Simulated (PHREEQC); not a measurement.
## Copper plating or etch bath (model solution)

Dissolve 0.0011 mol CuSO4 and 0.00011 mol H2SO4 per kg of water at 25 °C. Closed to the air; pH follows from the charge balance.

All values are PHREEQC results (ion-association model, wateq4f.dat), not measurements.

No solid was allowed to form.

Problem. What pH does the model give?

Solution. pH 3.72.

Problem. In which forms is Cu present?

Solution. Cu+2 89 %, CuSO4 11 % of the Cu.

Species that the database lacks are ignored.
